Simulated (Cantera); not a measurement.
A closed system holds: 1 mol S, 0.061 mol SO2, 1.8 mol N2, equilibrated at 10.0 mbar.

Cantera equilibrium calculation (NASA polynomials, part measured and part estimated; ideal gas, pure solids and liquids). Candidate condensed phases: S; 32 gas species. Ions and electrons are included (thermal ionisation). The numbers say what is thermodynamically allowed, not how fast it happens.

At 3727 °C, list the 7 most abundant gas species with their mole fractions, and the condensed phases.

N2 0.593, S 0.353, O 0.0396, N 0.0137, NO 0.000595, SO 0.000438, S2 0.000238. Condensed: gas only.
